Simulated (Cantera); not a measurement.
A freely propagating, adiabatic, planar premixed flame of CH₄ : O₂ : N₂ = 1 : 1.54 : 5.78 (molar parts), unburnt at 625 K and 405 Torr; mixture-averaged transport, grid criteria slope 0.08 and curve 0.16, no radiation.

Model: GRI-Mech 3.0 (53 species, 325 reactions), integrated in Cantera. Burning velocities carry a grid error of a few per cent, more on coarse grids.

What does this change do: inlet temperature 625 to 450 K?


```csv
quantity,before,after
laminar burning velocity,130 cm/s,66.9 cm/s
thermal thickness,0.608 mm,0.730 mm
peak x(C₂H₂),0.000897,0.000810
peak x(CH₂O),0.00121,0.00105
peak x(O),0.00146,0.000881
```
